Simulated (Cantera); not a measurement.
A perfectly stirred reactor is fed with H2 : O2 : N2 = 0.037 : 1 : 3.5 (molar parts), equivalence ratio 0.018, at 4.58 Torr; it is held at 1100 K, and followed from long to short residence time.

Model: the H2/O2 subset of GRI-Mech 3.0, which has no nitrogen chemistry, integrated in Cantera. Radical loss at walls, strong at low pressure, is not modelled.

x: mole fraction; the columns are a selection and need not sum to one.

```csv
τ (s),x H2,x O2,x H2O2,x H2O,x HO2,x O,x OH
3.2,7.33e-5,0.216,6.87e-9,0.00788,2.51e-7,0.00158,0.000244
1.5,0.000113,0.216,7.31e-9,0.00772,2.90e-7,0.00227,0.000302
0.66,0.000181,0.215,8.00e-9,0.00748,3.28e-7,0.00309,0.000373
0.30,0.000292,0.215,9.17e-9,0.00718,3.61e-7,0.00374,0.000450
0.14,0.000484,0.215,1.12e-8,0.00680,3.90e-7,0.00405,0.000537
0.063,0.000859,0.215,1.47e-8,___,4.17e-7,0.00397,0.000641
0.029,0.00154,0.216,1.94e-8,___,4.37e-7,0.00353,0.000740
0.013,0.00282,0.217,2.36e-8,___,4.44e-7,0.00273,0.000784
0.0060,0.00488,0.218,2.03e-8,___,4.24e-7,0.00163,0.000648
```

Complete the blanks.


- 0.063, x H2O: 0.00625
- 0.029, x H2O: 0.00547
- 0.013, x H2O: 0.00426
- 0.0060, x H2O: 0.00253
